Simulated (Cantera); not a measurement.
A closed system holds: 1 mol SiO₂, 0.68 mol Al₂O₃, 0.33 mol H₂O, held at 0.133 bar.

Method: chemical equilibrium by Gibbs-energy minimisation in Cantera with the NASA 1993 tables (ideal gas, pure condensed phases). Candidate condensed phases: Al, Al₂O₃, Al₂SiO₅, Al₆Si₂O₁₃, H₂O, Si, SiO₂; 28 gas species. Mutual solubility and eutectic melting of coexisting phases are not modelled. The tables hold silica as quartz up to 1696 K and as liquid above; real silica turns to tridymite and cristobalite and melts near 1996 K. Condensed phases not in the tables: alloys, solid solutions and most ternary compounds. Gases not in the tables: Si(OH)₄. Rates play no part.

**Question.** At 1950 K, list the 5 most abundant gas species with their mole fractions, and the condensed phases.

**Answer.** H₂O 0.984, H₂ 0.00873, O₂ 0.00365, OH 0.00300, H 0.000293. Condensed: Al₆Si₂O₁₃(mullite) + SiO₂(condensed).
